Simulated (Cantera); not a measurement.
Charge: 1 mol TiO2, 0.65 mol CH4, 0.21 mol H2, equilibrated at 420 Pa.

These are equilibrium values from Cantera (NASA tables, ideal gas, pure condensed phases), not measurements of a reactor. Candidate condensed phases: C, C6H6, C7H8, C8H18, H2O, Ti, TiC, TiO, TiO2, Ti2O3, Ti3O5, Ti4O7; 113 gas species. Mutual solubility and eutectic melting of coexisting phases are not modelled. TiO: taken at fixed stoichiometry. Equilibrium is a limit: real reactors are often held back by kinetics, nucleation or transport.

### Question
At 1702 °C, list the 5 most abundant gas species with their mole fractions, and the condensed phases.

### Answer
H2 0.684, CO 0.298, H 0.0175, H2O 0.000180, TiO 0.000111. Condensed: TiO(s) + Ti2O3(s).
